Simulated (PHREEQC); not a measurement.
## Alkaline etch or developer: an equilibrium model

Solution (5.4 °C): 0.014 mol NH3 per kg of water. Closed to the air; pH follows from the charge balance.

The numbers come from PHREEQC with the ion-association model, phreeqc.dat.

Precipitation was switched off in this run.

Q: Predict the pH, ionic strength.

A: pH 11.37; ionic strength 0.000461 mol/kgw.

Q: In which forms is N present?

A: NH3 97 %, NH4+ 3.3 % of the N.

Constants without temperature data keep their 25 °C values here.
